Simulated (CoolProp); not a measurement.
Vapour-liquid equilibrium of 1-butene (1) + n-perfluorobutane (2) at 324.4 K; x and y are mole fractions of (1).

Computed with CoolProp (multi-fluid Helmholtz-energy mixture model, Lemmon 2005 and Gao 2022; pair parameters Bell 2016).

| x | bubble pressure, mixture model (bar) | bubble pressure, Raoult's law (bar) | y, mixture model | y, Raoult's law |
|---|---|---|---|---|
| 0.05 | [?] | 5.763 | 0.122 | 0.053 |
| 0.2 | 8.135 | 5.823 | 0.384 | 0.211 |
| 0.35 | 9.244 | 5.883 | 0.515 | 0.366 |
| 0.5 | 9.617 | 5.944 | 0.574 | 0.517 |
| 0.65 | 9.642 | 6.004 | [?] | 0.665 |
| 0.8 | [?] | 6.064 | 0.617 | 0.811 |
| 0.95 | [?] | 6.124 | 0.776 | 0.953 |

Task: Fill in the missing entries.

Result: 
- 0.05, bubble pressure, mixture model (bar): 6.350
- 0.65, y, mixture model: 0.596
- 0.8, bubble pressure, mixture model (bar): 9.499
- 0.95, bubble pressure, mixture model (bar): 7.882

The largest gap from Raoult's law is +61.8 % in bubble pressure, at x = 0.5. y crosses x between x = 0.5 and 0.65: the model has an azeotrope there.

The pair parameters rest on a limited set of measurements; away from them the model extrapolates. With so large a gap from Raoult's law the liquid may split in two, which this calculation doesn't test in full.
